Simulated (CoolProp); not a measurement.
Vapour-liquid equilibrium of dimethyl ether (1) + chloromethane (R40) (2) at 929 kPa; x and y are mole fractions of (1).

The numbers come from the multi-fluid Helmholtz-energy mixture model, Wu 2011 and Thol 2014; pair parameters Bell 2016 in CoolProp.

**Question.** Give the bubble temperature and the first vapour's composition at x = 0.65, 0.75, 0.95. Is there an azeotrope?

**Answer.** x = 0.65: 316.8 K, y = 0.664; x = 0.75: 316.4 K, y = 0.767; x = 0.95: 315.2 K, y = 0.957. y crosses x between x = 0.45 and 0.55: the model has an azeotrope there.

The pair parameters rest on a limited set of measurements; away from them the model extrapolates.
